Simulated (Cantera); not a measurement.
**Adiabatic ignition**

An adiabatic, constant-pressure homogeneous reactor starts with 7.33 % C₂H₄, 18.3 % O₂, 67.8 % N₂, 6.52 % H₂O, equivalence ratio 1.2, at 1523 K and 1.00 bar.

Detailed kinetics in Cantera: GRI-Mech 3.0 (53 species, 325 reactions). GRI-Mech 3.0 was tuned for natural gas; its chemistry of ethylene as a main component is partial and can be far from experiment.

```csv
t (s),T (K),x C₂H₄,x O₂,x H₂O,x CO,x NO,x OH,x H₂O₂
2.00e-6,1523,0.0733,0.183,0.0652,1.97e-8,<1e-12,6.06e-9,3.53e-11
5.79e-6,1523,0.0733,0.183,0.0652,4.76e-7,<1e-12,7.00e-8,1.10e-9
1.68e-5,1524,0.0724,0.182,0.0654,0.000371,4.30e-12,6.08e-5,4.06e-6
4.85e-5,2545,<1e-12,0.0202,0.132,0.0832,0.000107,0.0237,1.39e-7
0.000140,2693,<1e-12,0.0168,0.142,0.0806,0.000490,0.0228,1.63e-7
0.000406,2797,<1e-12,0.0138,0.149,0.0782,0.00188,0.0211,2.15e-7
0.00118,2801,<1e-12,0.0127,0.150,0.0783,0.00496,0.0203,2.12e-7
0.00340,2796,<1e-12,0.0120,0.150,0.0787,0.00753,0.0198,2.05e-7
0.00985,2796,<1e-12,0.0119,0.150,0.0787,0.00778,0.0198,2.04e-7
0.0285,2796,<1e-12,0.0119,0.150,0.0787,0.00778,0.0198,2.04e-7
0.0825,2796,<1e-12,0.0119,0.150,0.0787,0.00778,0.0198,2.04e-7
0.239,2796,<1e-12,0.0119,0.150,0.0787,0.00778,0.0198,2.04e-7
0.691,2796,<1e-12,0.0119,0.150,0.0787,0.00778,0.0198,2.04e-7
2.00,2796,<1e-12,0.0119,0.150,0.0787,0.00778,0.0198,2.04e-7
```
x: mole fraction; the columns are a selection and need not sum to one.

The time of steepest temperature rise is 28.7 µs and the temperature at 2.00 s is 2796 K. The equilibrium temperature comes out as 2796 K, the x(C₂H₄) at 2.00 s is <1e-12 (gas-phase equilibrium <1e-12) and the x(O₂) at 2.00 s comes out as 0.0119 (gas-phase equilibrium 0.0119). The x(H₂O) at 2.00 s is 0.150 (gas-phase equilibrium 0.150).
